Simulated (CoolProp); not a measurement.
Saturation properties of octamethylcyclotetrasiloxane (D4).

Model: reference Helmholtz-energy equation of state, Thol 2015, in CoolProp.

```json
[
 {"T (°C)": "140.15", "p (MPa)": "0.03708", "liquid density (kg/m³)": "813.1", "vapour density (kg/m³)": "3.323", "enthalpy of vaporisation (kJ/kg)": "144.4", "surface tension (mN/m)": "9.74"},
 {"T (°C)": "143.55", "p (MPa)": "0.04122", "liquid density (kg/m³)": "808.7", "vapour density (kg/m³)": "3.675", "enthalpy of vaporisation (kJ/kg)": "143.1", "surface tension (mN/m)": "9.51"},
 {"T (°C)": "146.85", "p (MPa)": "0.04557", "liquid density (kg/m³)": "804.4", "vapour density (kg/m³)": "4.044", "enthalpy of vaporisation (kJ/kg)": "141.9", "surface tension (mN/m)": "9.29"},
 {"T (°C)": "150.25", "p (MPa)": "0.05044", "liquid density (kg/m³)": "800.0", "vapour density (kg/m³)": "4.455", "enthalpy of vaporisation (kJ/kg)": "140.6", "surface tension (mN/m)": "9.06"},
 {"T (°C)": "153.65", "p (MPa)": "0.05570", "liquid density (kg/m³)": "795.5", "vapour density (kg/m³)": "4.899", "enthalpy of vaporisation (kJ/kg)": "139.4", "surface tension (mN/m)": "8.83"},
 {"T (°C)": "157.05", "p (MPa)": "0.06139", "liquid density (kg/m³)": "791.0", "vapour density (kg/m³)": "5.377", "enthalpy of vaporisation (kJ/kg)": "138.1", "surface tension (mN/m)": "8.61"},
 {"T (°C)": "160.45", "p (MPa)": "0.06753", "liquid density (kg/m³)": "786.4", "vapour density (kg/m³)": "5.893", "enthalpy of vaporisation (kJ/kg)": "136.8", "surface tension (mN/m)": "8.38"},
 {"T (°C)": "163.85", "p (MPa)": "0.07414", "liquid density (kg/m³)": "781.8", "vapour density (kg/m³)": "6.447", "enthalpy of vaporisation (kJ/kg)": "135.5", "surface tension (mN/m)": "8.16"},
 {"T (°C)": "167.25", "p (MPa)": "0.08124", "liquid density (kg/m³)": "777.2", "vapour density (kg/m³)": "7.042", "enthalpy of vaporisation (kJ/kg)": "134.2", "surface tension (mN/m)": "7.93"},
 {"T (°C)": "170.65", "p (MPa)": "0.08887", "liquid density (kg/m³)": "772.5", "vapour density (kg/m³)": "7.681", "enthalpy of vaporisation (kJ/kg)": "132.9", "surface tension (mN/m)": "7.71"},
 {"T (°C)": "174.05", "p (MPa)": "0.09705", "liquid density (kg/m³)": "767.7", "vapour density (kg/m³)": "8.366", "enthalpy of vaporisation (kJ/kg)": "131.5", "surface tension (mN/m)": "7.49"},
 {"T (°C)": "177.45", "p (MPa)": "0.1058", "liquid density (kg/m³)": "763.0", "vapour density (kg/m³)": "9.099", "enthalpy of vaporisation (kJ/kg)": "130.2", "surface tension (mN/m)": "7.27"},
 {"T (°C)": "180.85", "p (MPa)": "0.1151", "liquid density (kg/m³)": "758.1", "vapour density (kg/m³)": "9.883", "enthalpy of vaporisation (kJ/kg)": "128.8", "surface tension (mN/m)": "7.05"}
]
```

It boils at 175.7 °C under 1 atm.

Surface tension comes from a separate correlation (Mulero 2014), older than this fluid's equation and unchecked against measurements.
